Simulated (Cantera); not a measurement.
Charge: 1 mol C2F6, held at 2952 °C and 1.00 Torr.

Method: chemical equilibrium by Gibbs-energy minimisation in Cantera with the NASA 1993 tables (ideal gas, pure condensed phases). Candidate condensed phases: C; 13 gas species. The feed counts by its element totals alone. The numbers say what is thermodynamically allowed, not how fast it happens.

Problem. What is the equilibrium state?

Solution. 
```json
{
 "x(F)": "0.821",
 "x(C)": "0.0764",
 "x(C3)": "0.0449",
 "x(CF)": "0.0402",
 "x(C2)": "0.0173",
 "x(CF2)": "0.000530",
 "x(C5)": "0.000117",
 "x(C4)": "7.60e-5",
 "gas_amount": "6.963 mol",
 "log10 activity of C(graphite) (absent)": "-0.56"
}
```
